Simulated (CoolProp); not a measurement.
Vapour-liquid equilibrium of ethanol (1) + o-xylene (2) at 0.052 MPa; x and y are mole fractions of (1).

Model: multi-fluid Helmholtz-energy mixture model, Schroeder 2014 and Zhou 2012; pair parameters Bell 2016, in CoolProp.

```
x     bubble temperature (K)  y at the bubble point  dew temperature at overall composition x (K)  liquid density (mol/L)
----  ----------------------  ---------------------  --------------------------------------------  ----------------------
0.05                   363.4                  0.649                                         392.3                   7.906
0.2                    343.2                  0.855                                             …                   8.741
0.35                   340.0                  0.879                                         380.5                   9.575
0.5                    339.2                  0.886                                         373.0                   10.57
0.65                   338.5                  0.895                                         363.4                       …
0.8                    337.4                  0.918                                         349.9                   13.42
0.95                   336.0                  0.971                                         336.4                       …
```

**Question.** Complete the blanks.

**Answer.** 
- 0.2, dew temperature at overall composition x (K): 386.8
- 0.65, liquid density (mol/L): 11.82
- 0.95, liquid density (mol/L): 15.49

No azeotrope shows between x = 0.05 and 0.95.

The pair parameters rest on a limited set of measurements; away from them the model extrapolates. With so large a gap from Raoult's law the liquid may split in two, which this calculation doesn't test in full.
